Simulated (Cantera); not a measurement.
A freely propagating, adiabatic, planar premixed flame of CH₄ : O₂ : N₂ = 1 : 1.82 : 6.84 (molar parts), unburnt at 300 K and 101000 Pa; mixture-averaged transport, grid criteria slope 0.08 and curve 0.16, no radiation.

Model: GRI-Mech 3.0 (53 species, 325 reactions), integrated in Cantera. Burning velocities carry a grid error of a few per cent, more on coarse grids.

Question: How do the results move with these cheaper or finer settings: unity-Lewis-number transport; multicomponent transport; multicomponent+Soret transport; grid criteria slope 0.5, curve 1; grid criteria slope 0.25, curve 0.5; grid criteria slope 0.03, curve 0.06?

Answer: 
```
setting                               laminar burning velocity  thermal thickness  peak x(O)  grid points  grid points
------------------------------------  ------------------------  -----------------  ---------  -----------  -----------
as above                                             38.7 cm/s           0.428 mm    0.00224          151          151
unity-Lewis-number transport                         26.7 cm/s           0.537 mm    0.00261          143          143
multicomponent transport                             38.8 cm/s           0.435 mm    0.00224          151          151
multicomponent+Soret transport                       38.5 cm/s           0.435 mm    0.00231          151          151
grid criteria slope 0.5, curve 1                     41.0 cm/s           0.468 mm    0.00232           44           44
grid criteria slope 0.25, curve 0.5                  39.7 cm/s           0.442 mm    0.00227           66           66
grid criteria slope 0.03, curve 0.06                 38.2 cm/s           0.427 mm    0.00221          360          360
```
The base run took very roughly 18 core-seconds.
Unity Lewis numbers drop preferential diffusion, which matters most where H2 and H carry the flame; Soret adds thermal diffusion.
